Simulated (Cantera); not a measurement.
Feed: 1 mol AlN, 10 mol O₂, 29 mol H₂, equilibrated at 2123 K and 1.20e-5 bar.

Cantera equilibrium calculation (NASA polynomials, part measured and part estimated; ideal gas, pure solids and liquids). The tables' values for AlOH are old estimates; treat these amounts as uncertain. Equilibrium is a limit: real reactors are often held back by kinetics, nucleation or transport.

```tsv
species	before	after
H₂O	0.177	0.627
H₂	0.186	0.356
N₂	0.0103	0.0169
H	0.447	1.86e-7
O	0.0893	<1e-9
OH	0.0525	<1e-9
O₂	0.0361	<1e-9
AlO	0.000210	<1e-9
NO	0.000500	<1e-9
AlO₂H	0.000183	<1e-9
Al	5.07e-5	<1e-9
AlOH	4.29e-5	<1e-9
Al₂O₃(s), mol	0.488	0.500
```
Gas species are given as mole fractions.

Question: Which change was made?
A) temperature from 2123 K to 1823.15 K
B) temperature from 2123 K to 1973 K
C) temperature from 2123 K to 1950 K
D) temperature from 2123 K to 973 K

Answer: D, temperature from 2123 K to 973 K
